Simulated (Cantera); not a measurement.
Charge: 1 mol SiH4, 250 mol H2, held at 0.670 bar.

Method: chemical equilibrium by Gibbs-energy minimisation in Cantera with the NASA 1993 tables (ideal gas, pure condensed phases). Candidate condensed phases: Si; 9 gas species. Gases not in the tables: Si2H6 and higher silanes. Equilibrium is a limit: real reactors are often held back by kinetics, nucleation or transport. All values below are at 1673 K.

Base state: H2 1.000, H 0.000139, SiH2 1.10e-5 (mole fractions); condensed: Si(s).

Question: What changes in the equilibrium state with this change: pressure from 0.670 bar to 4.10 mbar?

Answer: 
```
species       before     after
----------  --------  --------
H2             1.000     0.998
H           0.000139   0.00178
Si           6.24e-7  0.000102
SiH          8.63e-7   1.10e-5
SiH2         1.10e-5   1.10e-5
Si(s), mol     0.997     0.968
```
